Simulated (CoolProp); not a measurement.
1000 sccm (0 °C, 1 atm) of nitrogen bubbles through liquid methanol at 321.6 K and leaves saturated at a total pressure of 0.15 MPa (ideal gas phase). Each further row changes one setting.

Model: reference Helmholtz-energy equation of state, de Reuck 1993, in CoolProp.

```tsv
case	vapour pressure (kPa)	mole fraction of vapour	delivery (mg/min)	delivery (sccm)	change of delivery for a bath 1 K warmer (%)
as stated	52.0	0.347	759	531	7.0
bath temperature 326.6 K	64.6	0.430	1080	756	7.8
total pressure 0.3 MPa	52.0	0.173	300	210	5.5
```
